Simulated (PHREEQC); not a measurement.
A column of 0.5 m (40 cells, dispersivity 0.04 m, 720 s a shift, diffusion coefficient 3e-10 m²/s) holds 0.0081 eq of the database's cation exchanger X per kg of pore water, first in equilibrium with 10 mmol/kgw NaCl, 1.8 mmol/kgw KBr, 87 mmol/kgw SrCl2 and 0.01 mmol/kgw HCl. It is flushed with 0.018 mol/kgw NaCl, 0.00054 mol/kgw CdCl2 and 1e-05 mol/kgw HCl, at 15 °C. Values are for the last cell. The system is closed to CO2. Precipitation was switched off in this run.

Base run: PHREEQC, ion-association model, phreeqc.dat. Each further column changes one thing. The table gives Cd in solution (mol/kgw).

```json
[
 {"pore volumes": "0", "base": "0", "exchange capacity from 0.0081 to 0.004 eq/kgw": "0", "dispersivity from 0.04 to 0.08 m": "0"},
 {"pore volumes": "0.2125", "base": "3.85e-9", "exchange capacity from 0.0081 to 0.004 eq/kgw": "4.07e-9", "dispersivity from 0.04 to 0.08 m": "6.36e-7"},
 {"pore volumes": "0.5125", "base": "2.86e-5", "exchange capacity from 0.0081 to 0.004 eq/kgw": "2.95e-5", "dispersivity from 0.04 to 0.08 m": "7.36e-5"},
 {"pore volumes": "0.7125", "base": "0.000119", "exchange capacity from 0.0081 to 0.004 eq/kgw": "0.000125", "dispersivity from 0.04 to 0.08 m": "0.000173"},
 {"pore volumes": "0.9125", "base": "0.000223", "exchange capacity from 0.0081 to 0.004 eq/kgw": "0.000240", "dispersivity from 0.04 to 0.08 m": "0.000263"},
 {"pore volumes": "1.212", "base": "0.000297", "exchange capacity from 0.0081 to 0.004 eq/kgw": "0.000343", "dispersivity from 0.04 to 0.08 m": "0.000345"},
 {"pore volumes": "1.413", "base": "0.000287", "exchange capacity from 0.0081 to 0.004 eq/kgw": "0.000354", "dispersivity from 0.04 to 0.08 m": "0.000365"},
 {"pore volumes": "1.613", "base": "0.000252", "exchange capacity from 0.0081 to 0.004 eq/kgw": "0.000333", "dispersivity from 0.04 to 0.08 m": "0.000364"},
 {"pore volumes": "1.812", "base": "0.000212", "exchange capacity from 0.0081 to 0.004 eq/kgw": "0.000299", "dispersivity from 0.04 to 0.08 m": "0.000348"},
 {"pore volumes": "2.112", "base": "0.000167", "exchange capacity from 0.0081 to 0.004 eq/kgw": "0.000253", "dispersivity from 0.04 to 0.08 m": "0.000311"},
 {"pore volumes": "2.312", "base": "0.000151", "exchange capacity from 0.0081 to 0.004 eq/kgw": "0.000235", "dispersivity from 0.04 to 0.08 m": "0.000284"},
 {"pore volumes": "2.513", "base": "0.000143", "exchange capacity from 0.0081 to 0.004 eq/kgw": "0.000227", "dispersivity from 0.04 to 0.08 m": "0.000261"},
 {"pore volumes": "2.812", "base": "0.000143", "exchange capacity from 0.0081 to 0.004 eq/kgw": "0.000231", "dispersivity from 0.04 to 0.08 m": "0.000236"},
 {"pore volumes": "3.013", "base": "0.000148", "exchange capacity from 0.0081 to 0.004 eq/kgw": "0.000241", "dispersivity from 0.04 to 0.08 m": "0.000226"}
]
```
